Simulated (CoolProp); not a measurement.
Properties of toluene along the isotherm 485.2 K (Tc = 591.7 K, pc = 41.26 bar, ω = 0.266).

Values from CoolProp's reference Helmholtz-energy equation of state, Lemmon 2006. It is a short technical equation, of lower accuracy than the large ones.

```json
[
 {"p (bar)": "37.5", "phase": "liquid", "density (kg/m³)": "670.2", "speed of sound (m/s)": "618.8", "expansivity (1/kK)": "1.980"},
 {"p (bar)": "75", "phase": "liquid", "density (kg/m³)": "681.9", "speed of sound (m/s)": "669.0", "expansivity (1/kK)": "1.754"},
 {"p (bar)": "113", "phase": "liquid", "density (kg/m³)": "692.1", "speed of sound (m/s)": "713.1", "expansivity (1/kK)": "(withheld)"},
 {"p (bar)": "150", "phase": "liquid", "density (kg/m³)": "700.8", "speed of sound (m/s)": "751.5", "expansivity (1/kK)": "1.472"},
 {"p (bar)": "188", "phase": "liquid", "density (kg/m³)": "708.8", "speed of sound (m/s)": "787.3", "expansivity (1/kK)": "1.374"},
 {"p (bar)": "225", "phase": "liquid", "density (kg/m³)": "715.9", "speed of sound (m/s)": "819.5", "expansivity (1/kK)": "(withheld)"},
 {"p (bar)": "263", "phase": "liquid", "density (kg/m³)": "722.7", "speed of sound (m/s)": "850.2", "expansivity (1/kK)": "1.229"},
 {"p (bar)": "300", "phase": "liquid", "density (kg/m³)": "728.8", "speed of sound (m/s)": "878.3", "expansivity (1/kK)": "(withheld)"},
 {"p (bar)": "338", "phase": "liquid", "density (kg/m³)": "734.6", "speed of sound (m/s)": "905.5", "expansivity (1/kK)": "1.124"},
 {"p (bar)": "375", "phase": "liquid", "density (kg/m³)": "740.0", "speed of sound (m/s)": "930.6", "expansivity (1/kK)": "1.081"},
 {"p (bar)": "413", "phase": "liquid", "density (kg/m³)": "745.2", "speed of sound (m/s)": "955.1", "expansivity (1/kK)": "1.043"}
]
```

### Question
Fill in the missing entries.

### Answer

- 113, expansivity (1/kK): 1.592
- 225, expansivity (1/kK): 1.297
- 300, expansivity (1/kK): 1.174
